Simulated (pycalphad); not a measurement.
CALPHAD calculation (pycalphad, COST 507 light-alloy database (1999)), 1 atm. These are 1990s assessments: newer ones move some temperatures and phases.

Molar enthalpy of Al-0.63Si-0.42Fe (at.%) in equilibrium (SER reference):

| T (°C) | H (kJ/mol) | phases |
|---|---|---|
| 1577 | 57.72 | LIQUID |
| 1497 | 55.18 | LIQUID |
| 1417 | 52.64 | LIQUID |
| 1337 | 50.10 | LIQUID |
| 1257 | 47.56 | LIQUID |
| 1177 | 45.02 | LIQUID |
| 1097 | 42.48 | LIQUID |
| 1017 | 39.94 | LIQUID |
| 937 | 37.40 | LIQUID |
| 857 | 34.86 | LIQUID |
| 777 | 32.33 | LIQUID |
| 697 | 29.79 | LIQUID |
| 657 | 28.52 | LIQUID |
| 617 | 16.38 | FCC_A1 + ALFESI_ALPHA |
| 577 | 15.07 | FCC_A1 + ALFESI_ALPHA + ALFESI_BETA |
| 537 | 13.76 | FCC_A1 + ALFESI_BETA + ALFESI_ALPHA |
| 457 | 11.28 | FCC_A1 + ALFESI_BETA |
| 377 | 8.94 | FCC_A1 + ALFESI_BETA + DIAMOND_A4 |
| 297 | 6.62 | FCC_A1 + ALFESI_BETA + DIAMOND_A4 |

Cooling from 657 °C to 617 °C, across the freezing range, releases 12.1 kJ/mol, or 448 J/g. The slope is 32 J/(mol K) in the liquid and 33 J/(mol K) just below the solidus, where it includes any heat of precipitation. Liquidus 654 °C, solidus 626 °C. Changes were sought between steps of 40 K, so a narrower field can be missed.

Database names, with the compositions (at.%) that they take in these runs: ALFESI_ALPHA: Al 72 Fe 19 Si 8; ALFESI_BETA: Al 70 Si 15 Fe 15. FCC_A1 is fcc; DIAMOND_A4 is diamond (Si).
